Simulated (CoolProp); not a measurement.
Computed with CoolProp (reference Helmholtz-energy equation of state, Marx 1992).

For R113, give the phase and the speed of sound (m/s), Joule-Thomson coefficient (K/MPa) at 372.2 K and 1.01 bar.


- 372.2 K and 1.01 bar: gas; speed of sound 130, Joule-Thomson coefficient 18.3
